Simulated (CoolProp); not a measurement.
Tetradecamethylhexasiloxane (MD4M) along the isobar 4.24 MPa: fugacity coefficient from the reference equation and from simpler models built on Tc = 380.0 °C, pc = 0.8286 MPa, ω = 0.800; each cubic takes its own stable root.

Computed with CoolProp (reference Helmholtz-energy equation of state, Thol 2019).

```csv
T (°C),phase,reference
68.65,liquid,1.989e-5
103.45,liquid,0.0001894
138.15,liquid,0.001071
172.95,liquid,0.004166
207.75,liquid,0.01219
242.55,liquid,0.02869
277.25,liquid,0.05698
312.05,liquid,0.09941
346.85,liquid,0.1562
```

### Question
How far does each simpler model (van der Waals, Soave-Redlich-Kwong, Peng-Robinson) lie from the reference over these 9 states: mean and median of the absolute difference, and the worst?

### Answer
- van der Waals: mean 20633.2 %, median 949.2 %, worst +150025.7 % at 68.65 °C and 4.24 MPa
- Soave-Redlich-Kwong: mean 17.4 %, median 12.0 %, worst +49.9 % at 68.65 °C and 4.24 MPa
- Peng-Robinson: mean 17.1 %, median 3.5 %, worst +77.1 % at 68.65 °C and 4.24 MPa
